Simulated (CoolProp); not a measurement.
Saturation properties of R1233zd(E) (Tc = 165.7 °C, pc = 35.83 bar, ω = 0.304).

The numbers come from the reference Helmholtz-energy equation of state, Akasaka 2022 in CoolProp.

```csv
T (°C),p (bar),liquid density (kg/m³),enthalpy of vaporisation (kJ/kg),liquid cp (kJ/(kg K)),vapour Z
-13.05,0.2646,1350,208.7,1.112,0.9846
1.15,0.5101,1319,202.3,1.138,0.9749
15.25,0.9079,1286,195.7,1.166,0.9618
29.45,1.523,1252,188.7,1.196,0.9445
43.55,2.416,1217,181.2,1.227,0.9228
57.75,3.676,1179,173.0,1.263,0.8960
71.85,5.370,1139,164.0,1.303,0.8639
86.05,7.614,1096,154.0,1.350,0.8255
100.15,10.48,1049,142.6,1.409,0.7805
```

It boils at 18.1 °C under 1 atm.
